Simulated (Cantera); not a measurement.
Equilibrium for carbon deposition, reforming and gasification: C2H2 + H2 + N2

Feed: 1 mol C2H2, 5.8 mol H2, 27 mol N2, at 3.40 bar.

Equilibrium computed with Cantera from the NASA thermochemical tables; the gas is ideal and each condensed phase is pure. Candidate condensed phases: C, C6H6, C7H8, C8H18; 92 gas species. Rates play no part.

From 827 °C to 1652 °C the condensed part is C(graphite). The main C-bearing gas is CH4 at 827 °C and HCN at 1652 °C.

| T (°C) | x N2 | x H2 | x CH4 | x HCN | x H | x HNC | x C2H2 (acetylene) | n C(graphite) |
|---|---|---|---|---|---|---|---|---|
| 827 | 0.802 | 0.193 | 0.00454 | 8.75e-6 | 6.16e-9 | 2.51e-8 | 2.57e-9 | 1.85 |
| 902 | 0.801 | 0.197 | 0.00252 | 2.23e-5 | 2.95e-8 | 9.78e-8 | 1.25e-8 | 1.91 |
| 977 | 0.800 | 0.198 | 0.00147 | 5.05e-5 | 1.17e-7 | 3.22e-7 | 5.00e-8 | 1.95 |
| 1052 | 0.799 | 0.199 | 0.000908 | 0.000104 | 3.96e-7 | 9.24e-7 | 1.70e-7 | 1.97 |
| 1127 | 0.799 | 0.200 | 0.000587 | 0.000198 | 1.18e-6 | 2.37e-6 | 5.04e-7 | 1.97 |
| 1202 | 0.799 | 0.200 | 0.000396 | 0.000353 | 3.15e-6 | 5.49e-6 | 1.34e-6 | 1.97 |
| 1277 | 0.799 | 0.200 | 0.000277 | 0.000595 | 7.65e-6 | 1.17e-5 | 3.21e-6 | 1.97 |
| 1352 | 0.798 | 0.200 | 0.000201 | 0.000953 | 1.71e-5 | 2.34e-5 | 7.12e-6 | 1.96 |
| 1427 | 0.798 | 0.200 | 0.000149 | 0.00146 | 3.57e-5 | 4.38e-5 | 1.47e-5 | 1.94 |
| 1502 | 0.798 | 0.200 | 0.000114 | 0.00217 | 7.02e-5 | 7.76e-5 | 2.84e-5 | 1.92 |
| 1577 | 0.797 | 0.199 | 8.84e-5 | 0.00310 | 0.000130 | 0.000131 | 5.21e-5 | 1.88 |
| 1652 | 0.797 | 0.199 | 7.00e-5 | 0.00431 | 0.000231 | 0.000213 | 9.09e-5 | 1.84 |
x: gas mole fraction; n: condensed amount in mol.
